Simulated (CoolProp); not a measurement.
Chlorine along the isotherm 370.6 K: density (kg/m³) from the reference equation and from simpler models built on Tc = 416.9 K, pc = 7642 kPa, ω = 0.070; each cubic takes its own stable root.

Model: reference Helmholtz-energy equation of state, Thol 2021, in CoolProp.

| p (kPa) | phase | reference |
|---|---|---|
| 1740 | gas | 45.38 |
| 3470 | gas | 110.9 |
| 5210 | liquid | 1138 |
| 6950 | liquid | 1154 |
| 8680 | liquid | 1168 |
| 10400 | liquid | 1180 |
| 12200 | liquid | 1192 |
| 13900 | liquid | 1202 |
| 15600 | liquid | 1212 |
| 17400 | liquid | 1221 |
| 19100 | liquid | 1230 |

How far does each simpler model (van der Waals, Redlich-Kwong, Soave-Redlich-Kwong, Peng-Robinson) lie from the reference over these 11 states: mean and median of the absolute difference, and the worst?


- van der Waals: mean 28.1 %, median 32.3 %, worst -37.0 % at 370.6 K and 5210 kPa
- Redlich-Kwong: mean 8.8 %, median 9.8 %, worst -13.6 % at 370.6 K and 5210 kPa
- Soave-Redlich-Kwong: mean 8.3 %, median 9.3 %, worst -12.6 % at 370.6 K and 5210 kPa
- Peng-Robinson: mean 1.7 %, median 1.5 %, worst +3.1 % at 370.6 K and 19100 kPa
